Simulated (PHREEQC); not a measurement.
Dissolve 41 mmol/kgw HF, 9.9 mmol/kgw NH4F and 0.0025 mmol/kgw H4SiO4 at 25 °C. Closed to the air; pH follows from the charge balance.

The numbers come from PHREEQC with the ion-association model, phreeqc.dat.

This is a speciation only: nothing precipitates in the calculation.

**Question.** Predict the pH, ionic strength.

**Answer.** pH 2.60; ionic strength 0.0126 mol/kgw.

**Question.** In which forms is F present?

**Answer.** HF 72 %, F- 22 %, HF2- 6.1 % of the F.

Complexes and solids missing from the database can't appear. SiF6-2 is the database's only silicon fluoride.
